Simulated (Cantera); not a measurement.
Iron carbonyl, mercury and lead vapours: PbO + H2

A closed system holds: 1 mol PbO, a varied amount of H2, held at 1225 °C and 99.0 mbar.

Equilibrium computed with Cantera from the NASA thermochemical tables; the gas is ideal and each condensed phase is pure. Candidate condensed phases: H2O, Pb, PbO, PbO2, Pb3O4; 12 gas species. Each liquid is taken as pure. Mutual solubility and eutectic melting of coexisting phases are not modelled. Gases not in the tables: (PbO)n polymers. Equilibrium is a limit: real reactors are often held back by kinetics, nucleation or transport.

| n(H2) (mol) | log p H2O | log p H2 | log p Pb | log p PbO | log p Pb2 | log p H | log p OH | log p O2 | n Pb(l) | n PbO(l) |
|---|---|---|---|---|---|---|---|---|---|---|
| 0.23 | -1.18 | -4.16 | -1.62 | -2.06 | -5.00 | -6.84 | -5.41 | -5.52 | 0.146 | 0.740 |
| 0.34 | -1.18 | -4.16 | -1.62 | -2.06 | -5.00 | -6.84 | -5.41 | -5.52 | 0.216 | 0.616 |
| 0.49 | -1.18 | -4.16 | -1.62 | -2.06 | -5.00 | -6.84 | -5.41 | -5.52 | 0.311 | 0.447 |
| 0.71 | -1.18 | -4.16 | -1.62 | -2.06 | -5.00 | -6.84 | -5.41 | -5.52 | 0.451 | 0.198 |
| 1 | -1.14 | -3.09 | -1.62 | -3.09 | -5.00 | -6.31 | -5.90 | -7.56 | 0.663 | 0 |
| 1.5 | -1.30 | -1.60 | -1.62 | -4.74 | -5.00 | -5.57 | -6.81 | -10.87 | 0.516 | 0 |
| 2.1 | -1.45 | -1.41 | -1.62 | -5.08 | -5.00 | -5.47 | -7.06 | -11.55 | 0.323 | 0 |
| 3.1 | -1.62 | -1.29 | -1.62 | -5.36 | -5.00 | -5.41 | -7.28 | -12.11 | 0.000218 | 0 |
log p: log10 of the partial pressure in bar; n: condensed amount in mol.

From 0.23 mol H2 to 0.71 mol H2 the condensed part is Pb(l) + PbO(l). From 1 mol H2 to 3.1 mol H2 the condensed part is Pb(l). The share of Pb in condensed phases is highest at 0.23 mol H2 (88.6 %) and lowest at 3.1 mol H2 (0.0 %).
